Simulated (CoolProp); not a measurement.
Vapour-liquid equilibrium of ethane (1) + n-perfluorobutane (2) at 250 K; x and y are mole fractions of (1).

The numbers come from the multi-fluid Helmholtz-energy mixture model, Bücker 2006 and Gao 2022; pair parameters Bell 2016 in CoolProp.

| x | bubble pressure, mixture model (MPa) | bubble pressure, Raoult's law (MPa) | y, mixture model | y, Raoult's law |
|---|---|---|---|---|
| 0.05 | 0.1532 | 0.1027 | 0.741 | 0.633 |
| 0.125 | 0.3227 | 0.1973 | 0.878 | 0.824 |
| 0.2 | 0.4761 | 0.2919 | 0.918 | 0.891 |
| 0.275 | 0.6042 | 0.3865 | 0.937 | 0.926 |
| 0.35 | 0.7054 | 0.4811 | 0.947 | 0.946 |
| 0.425 | 0.7836 | 0.5757 | 0.953 | 0.960 |
| 0.5 | 0.8456 | 0.6702 | 0.958 | 0.970 |
| 0.575 | 0.8988 | 0.7648 | 0.962 | 0.978 |
| 0.65 | 0.9499 | 0.8594 | 0.966 | 0.984 |
| 0.725 | 1.005 | 0.9540 | 0.971 | 0.989 |
| 0.8 | 1.068 | 1.049 | 0.976 | 0.992 |
| 0.875 | 1.143 | 1.143 | 0.983 | 0.996 |
| 0.95 | 1.232 | 1.238 | 0.993 | 0.998 |

The largest gap from Raoult's law is +63.6 % in bubble pressure, at x = 0.125. No azeotrope shows between x = 0.05 and 0.95.

Pair parameters are fitted to limited data, so mixtures are less certain than the pure fluids. The gap from Raoult's law changes sign with composition, which may be real or a fault of the pair parameters; it wasn't checked against measurements. With so large a gap from Raoult's law the liquid may split in two, which this calculation doesn't test in full.
